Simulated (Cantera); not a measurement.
Mixture: H2 : O2 : N2 = 1 : 0.385 : 1.45 (molar parts), equivalence ratio 1.3, at 5.00 bar, adiabatic and at constant pressure. Ignition delay is the time to a rise of 400 K.

Detailed kinetics in Cantera: the H2/O2 subset of GRI-Mech 3.0, which has no nitrogen chemistry. The hydrogen kinetics of GRI-Mech 3.0 are dated; newer H2 mechanisms differ, most at raised pressure. Below about 950 K walls govern HO2 and H2O2 in real vessels. Where the delays flatten at high temperature, the 400 K rule measures the pace of heat release, not the induction time.

### Question
Predict: delay at 900 K; delay at 1100 K; delay at 1300 K; delay at 1500 K; delay at 1700 K.

### Answer
```json
{
 "delay at 900 K": "0.151 s",
 "delay at 1100 K": "0.469 ms",
 "delay at 1300 K": "6.85 µs",
 "delay at 1500 K": "2.85 µs",
 "delay at 1700 K": "1.75 µs"
}
```
